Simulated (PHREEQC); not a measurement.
Dissolve 9.9e-05 mol/kgw PbCl2 and 0.26 mol/kgw HNO3 at 40 °C. Closed to the air; pH follows from the charge balance.

Model: ion-association model, phreeqc.dat, run in PHREEQC.

```json
{
  "pH": "0.69",
  "ionic_strength": "0.260 mol/kgw",
  "activity_of_water": "0.991",
  "specific_conductance": "114000 µS/cm",
  "density": "1.000 g/cm³",
  "total_alkalinity": "-260 meq/kg"
}
```

```csv
species,molality,activity,log γ
H+,0.260,0.204,-0.106
NO3-,0.260,0.173,-0.177
Cl-,0.000198,0.000137,-0.161
Pb+2,4.95e-5,1.41e-5,-0.545
PbNO3+,4.94e-5,3.61e-5,-0.136
PbCl+,1.50e-7,1.09e-7,-0.136
```

No solid was allowed to form. Away from 25 °C the constants follow the database's enthalpies or fits; those with neither stay at their 25 °C values.
